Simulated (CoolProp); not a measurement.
Vapour-liquid equilibrium of R143a (1) + R236FA (2) at -82.85 °C; x and y are mole fractions of (1).

The numbers come from the multi-fluid Helmholtz-energy mixture model, Lemmon and Jacobsen 2000 and Pan 2012; pair parameters Bell 2016 in CoolProp.

```json
[
 {"x": "0.05", "bubble pressure (bar)": "0.01074", "y at the bubble point": "0.548", "dew pressure at overall composition x (bar)": "0.005367", "liquid density (mol/L)": "11.20"},
 {"x": "0.125", "bubble pressure (bar)": "0.01941", "y at the bubble point": "0.769", "dew pressure at overall composition x (bar)": "0.005804", "liquid density (mol/L)": "11.45"},
 {"x": "0.2", "bubble pressure (bar)": "0.02833", "y at the bubble point": "0.856", "dew pressure at overall composition x (bar)": "0.006320", "liquid density (mol/L)": "11.70"},
 {"x": "0.275", "bubble pressure (bar)": "0.03744", "y at the bubble point": "0.901", "dew pressure at overall composition x (bar)": "0.006935", "liquid density (mol/L)": "11.96"},
 {"x": "0.35", "bubble pressure (bar)": "0.04671", "y at the bubble point": "0.929", "dew pressure at overall composition x (bar)": "0.007684", "liquid density (mol/L)": "12.22"},
 {"x": "0.425", "bubble pressure (bar)": "0.05610", "y at the bubble point": "0.948", "dew pressure at overall composition x (bar)": "0.008615", "liquid density (mol/L)": "12.50"},
 {"x": "0.5", "bubble pressure (bar)": "0.06557", "y at the bubble point": "0.961", "dew pressure at overall composition x (bar)": "0.009801", "liquid density (mol/L)": "12.79"},
 {"x": "0.575", "bubble pressure (bar)": "0.07510", "y at the bubble point": "0.971", "dew pressure at overall composition x (bar)": "0.01137", "liquid density (mol/L)": "13.09"},
 {"x": "0.65", "bubble pressure (bar)": "0.08465", "y at the bubble point": "0.979", "dew pressure at overall composition x (bar)": "0.01353", "liquid density (mol/L)": "13.39"},
 {"x": "0.725", "bubble pressure (bar)": "0.09420", "y at the bubble point": "0.985", "dew pressure at overall composition x (bar)": "0.01671", "liquid density (mol/L)": "13.71"},
 {"x": "0.8", "bubble pressure (bar)": "0.1037", "y at the bubble point": "0.990", "dew pressure at overall composition x (bar)": "0.02186", "liquid density (mol/L)": "14.04"},
 {"x": "0.875", "bubble pressure (bar)": "0.1132", "y at the bubble point": "0.995", "dew pressure at overall composition x (bar)": "0.03160", "liquid density (mol/L)": "14.39"},
 {"x": "0.95", "bubble pressure (bar)": "0.1227", "y at the bubble point": "0.998", "dew pressure at overall composition x (bar)": "0.05735", "liquid density (mol/L)": "14.74"}
]
```

No azeotrope shows between x = 0.05 and 0.95.

The pair parameters rest on a limited set of measurements; away from them the model extrapolates.
